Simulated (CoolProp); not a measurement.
Vapour-liquid equilibrium of dimethyl ether (1) + n-butane (2) at 262.4 K; x and y are mole fractions of (1).

Values from CoolProp's multi-fluid Helmholtz-energy mixture model, Wu 2011 and Bücker 2006; pair parameters Bell 2016.

| x | bubble pressure, mixture model (bar) | bubble pressure, Raoult's law (bar) | y, mixture model | y, Raoult's law |
|---|---|---|---|---|
| 0.05 | 0.7880 | 0.7305 | 0.182 | 0.123 |
| 0.15 | 0.9846 | 0.8428 | 0.403 | 0.320 |
| 0.25 | 1.146 | 0.9552 | 0.535 | 0.471 |
| 0.35 | 1.280 | 1.068 | 0.625 | 0.589 |
| 0.45 | 1.392 | 1.180 | 0.693 | 0.686 |
| 0.55 | 1.487 | 1.292 | 0.750 | 0.765 |
| 0.65 | 1.571 | 1.405 | 0.801 | 0.832 |
| 0.75 | 1.645 | 1.517 | 0.851 | 0.889 |
| 0.85 | 1.713 | 1.629 | 0.904 | 0.938 |
| 0.95 | 1.772 | 1.742 | 0.965 | 0.981 |

The largest gap from Raoult's law is +20.0 % in bubble pressure, at x = 0.25. No azeotrope shows between x = 0.05 and 0.95.

The pair parameters rest on a limited set of measurements; away from them the model extrapolates.
